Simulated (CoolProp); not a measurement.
Octamethylcyclotetrasiloxane (D4) along the isotherm 561.5 K: Z from the reference equation and from simpler models built on Tc = 586.5 K, pc = 13.47 bar, ω = 0.598; each cubic takes its own stable root.

Computed with CoolProp (reference Helmholtz-energy equation of state, Thol 2015).

```
p (bar)   phase  reference  Redlich-Kwong  Soave-Redlich-Kwong  Peng-Robinson
-------  ------  ---------  -------------  -------------------  -------------
4.81        gas     0.8303         0.8459               0.8373         0.8237
9.62     liquid     0.1116         0.6183               0.1383         0.1228
14.4     liquid     0.1605         0.2050               0.1909         0.1700
19.2     liquid     0.2084         0.2548               0.2422         0.2159
24.1     liquid     0.2563         0.3050               0.2928         0.2612
28.9     liquid     0.3023         0.3530               0.3410         0.3044
33.7     liquid     0.3475         0.4000               0.3881         0.3466
38.5     liquid     0.3922         0.4462               0.4343         0.3880
43.3     liquid     0.4363         0.4915               0.4797         0.4287
48.1     liquid     0.4800         0.5361               0.5243         0.4687
52.9     liquid     0.5232         0.5801               0.5683         0.5082
57.7     liquid     0.5660         0.6236               0.6117         0.5472
62.5     liquid     0.6085         0.6665               0.6547         0.5858
67.4     liquid     0.6515         0.7098               0.6980         0.6247
```

At some of these states Redlich-Kwong gives the other phase, because its saturation line lies elsewhere.
